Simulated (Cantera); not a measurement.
Input (Python, Cantera):

```python
import numpy as np
import cantera as ct

gas = ct.Solution("gri30.yaml")


def delay(T, t_max=10):
    gas.TPX = T, 670000, {'CH4': 1, 'O2': 2.44, 'N2': 14.1}
    reactor = ct.IdealGasConstPressureReactor(gas, clone=False)
    net = ct.ReactorNet([reactor])
    net.rtol, net.atol = 1e-8, 1e-16
    while net.time < t_max:
        t_old, T_old = net.time, reactor.T
        net.step()
        if reactor.T > T + 400:  # ignition: a rise of 400 K
            return t_old + (T + 400 - T_old) / (reactor.T - T_old) * (net.time - t_old)
    return np.nan


taus = []
for T in [1323, 1373, 1423, 1473, 1523, 1573, 1623, 1673, 1723]:
    taus.append(delay(T))
    print(f"T0 = {T:6g} K   tau = {taus[-1]:.4e} s")
```

Result:

```
T0 =   1323 K   tau = 2.3151e-03 s
T0 =   1373 K   tau = 1.3359e-03 s
T0 =   1423 K   tau = 7.8677e-04 s
T0 =   1473 K   tau = 4.7245e-04 s
T0 =   1523 K   tau = 2.8931e-04 s
T0 =   1573 K   tau = 1.8090e-04 s
T0 =   1623 K   tau = 1.1572e-04 s
T0 =   1673 K   tau = 7.5887e-05 s
T0 =   1723 K   tau = 5.1076e-05 s
```

Detailed kinetics in Cantera: GRI-Mech 3.0 (53 species, 325 reactions).
